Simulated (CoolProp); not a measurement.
Vapour-liquid equilibrium of ethylbenzene (1) + o-xylene (2) at 3.85 bar; x and y are mole fractions of (1).

Computed with CoolProp (multi-fluid Helmholtz-energy mixture model, Zhou 2012 and Zhou 2012; pair parameters Bell 2016).

```tsv
x	bubble temperature (K)	y at the bubble point	dew temperature at overall composition x (K)	liquid density (mol/L)
0.05	475.7	0.058	475.8	6.666
0.15	474.8	0.171	474.9	6.655
0.25	473.8	0.282	474.0	6.644
0.35	472.8	0.389	473.1	6.634
0.45	471.8	0.491	472.2	6.625
0.55	470.8	0.590	471.2	6.616
0.65	469.9	0.685	470.3	6.607
0.75	469.1	0.777	469.3	6.600
0.85	468.3	0.867	468.4	6.592
0.95	467.6	0.956	467.6	6.586
```

No azeotrope shows between x = 0.05 and 0.95.

The pair parameters rest on a limited set of measurements; away from them the model extrapolates.
